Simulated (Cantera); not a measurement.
An isothermal, constant-pressure homogeneous reactor starts with C₂H₆ : N₂ = 1.3 : 32 (molar parts), at 1523 K and 1.70 bar.

Cantera simulation using GRI-Mech 3.0 (53 species, 325 reactions); the numbers are that mechanism's predictions, not measurements. GRI-Mech 3.0 stops at C3 and has no aromatics, soot or wall deposition, so with more carbon than oxygen in the feed, carbon stays in small species such as C2H2 where larger ones or solid carbon would form.

Question: Predict: x(C₂H₆) at 40.0 s; x(HCN) at 40.0 s; x(H) at 40.0 s; x(C₂H) at 40.0 s; x(C₂H₄) at 40.0 s; x(H₂) at 40.0 s.

Answer: 
| Property | Result |
|---|---|
| x(C₂H₆) at 40.0 s | 7.05e-7 (gas-phase equilibrium 2.40e-7) |
| x(HCN) at 40.0 s | 2.89e-7 (gas-phase equilibrium 0.0486) |
| x(H) at 40.0 s | 4.60e-6 (gas-phase equilibrium 4.69e-6) |
| x(C₂H) at 40.0 s | 5.05e-9 (gas-phase equilibrium 1.57e-9) |
| x(C₂H₄) at 40.0 s | 0.000858 (gas-phase equilibrium 0.000282) |
| x(H₂) at 40.0 s | 0.0665 (gas-phase equilibrium 0.0691) |
